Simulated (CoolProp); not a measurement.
Vapour pressure (kPa) of octamethylcyclotetrasiloxane (D4): the reference equation beside estimates from Tc = 586.5 K, pc = 1347 kPa, ω = 0.598. Clausius-Clapeyron is anchored at 434 K with a constant enthalpy of vaporisation of 40.54 kJ/mol.

Model: reference Helmholtz-energy equation of state, Thol 2015, in CoolProp.

| T (K) | reference | Clausius-Clapeyron | van der Waals |
|---|---|---|---|
| 316.4 | 0.4731 | 1.049 | 61.56 |
| 345.8 | 2.511 | 3.890 | 105.7 |
| 375.2 | 9.505 | 11.74 | 167.8 |
| 404.6 | 27.99 | 30.18 | 250.6 |
| 434 | 68.28 | 68.28 | 356.4 |
| 463.4 | 144.4 | 139.3 | 487.5 |
| 492.8 | 273.7 | 260.9 | 645.6 |
| 522.2 | 477.7 | 455.3 | 832.4 |
| 551.6 | 784.0 | 748.9 | 1049 |

Absolute difference from the reference over all 9 rows, mean and median: Clausius-Clapeyron 25.0 and 4.7 %, van der Waals 2265.1 and 422.0 %.
